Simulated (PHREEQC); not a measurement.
Consider water at 25 °C with 23 mmol/kgw HCl, 31 mmol/kgw CuSO4 and 140 mmol/kgw MnSO4. Closed to the air; pH follows from the charge balance.

Equilibrium calculation in PHREEQC: ion-association model, phreeqc.dat.

Each row changes one thing in this solution. This is a speciation only: nothing precipitates in the calculation.

| case | pH | ionic strength (mol/kgw) | SO4-2 (mol/kgw) | Mn+2 (mol/kgw) | MnSO4 (mol/kgw) | Cl- (mol/kgw) |
|---|---|---|---|---|---|---|
| as made | 2.21 | 0.364 | 0.0787 | 0.0759 | 0.0624 | 0.0210 |
| temperature from 25 to 30 °C | (withheld) | 0.355 | 0.0762 | 0.0739 | (withheld) | 0.0210 |
| diluted 10-fold with water | 2.89 | 0.0478 | 0.0110 | 0.00968 | 0.00428 | 0.00225 |
| temperature from 25 to 65 °C | 2.45 | 0.304 | 0.0624 | 0.0626 | 0.0761 | 0.0204 |
| MnSO4 from 0.14 to 0.014 mol/kgw | 1.96 | 0.122 | 0.0204 | 0.00935 | 0.00433 | (withheld) |

What belongs in the gaps?


- temperature from 25 to 30 °C, pH: 2.23
- temperature from 25 to 30 °C, MnSO4 (mol/kgw): 0.0645
- MnSO4 from 0.14 to 0.014 mol/kgw, Cl- (mol/kgw): 0.0222

At this temperature some constants are extrapolated from 25 °C, and those without enthalpy data are left unchanged.
